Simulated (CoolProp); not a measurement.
The numbers come from the reference Helmholtz-energy equation of state, Thol 2016 in CoolProp.

Question: For hexamethyldisiloxane (MM), give the phase and the cv (kJ/(kg K)), Joule-Thomson coefficient (K/MPa) at 480.5 K and 0.805 bar; 480.5 K and 4.83 bar.

Answer: 
- 480.5 K and 0.805 bar: gas; cv 1.92, Joule-Thomson coefficient 10.8
- 480.5 K and 4.83 bar: gas; cv 1.94, Joule-Thomson coefficient 13.2
